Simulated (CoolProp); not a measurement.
Vapour-liquid equilibrium of o-xylene (1) + n-undecane (2) at 0.00387 MPa; x and y are mole fractions of (1).

The numbers come from the multi-fluid Helmholtz-energy mixture model, Zhou 2012 and Aleksandrov 2011; pair parameters Bell 2016 in CoolProp.

| x | bubble temperature, mixture model (°C) | bubble temperature, Raoult's law (°C) | y, mixture model | y, Raoult's law |
|---|---|---|---|---|
| 0.05 | 91.9 | 91.6 | ___ | 0.254 |
| 0.2 | ___ | 79.7 | ___ | 0.646 |
| 0.35 | 71.5 | 71.5 | 0.812 | 0.812 |
| 0.5 | ___ | 65.4 | 0.897 | 0.896 |
| 0.65 | 60.6 | 60.7 | 0.944 | 0.944 |
| 0.8 | 56.8 | 56.8 | ___ | 0.975 |
| 0.95 | 53.6 | 53.6 | 0.995 | 0.995 |

**Question.** Complete the blanks.

**Answer.** 
- 0.05, y, mixture model: 0.243
- 0.2, bubble temperature, mixture model (°C): 79.9
- 0.2, y, mixture model: 0.642
- 0.5, bubble temperature, mixture model (°C): 65.3
- 0.8, y, mixture model: 0.974

The largest gap from Raoult's law is +0.3 K in bubble temperature, at x = 0.05. No azeotrope shows between x = 0.05 and 0.95.

Pair parameters are fitted to limited data, so mixtures are less certain than the pure fluids.
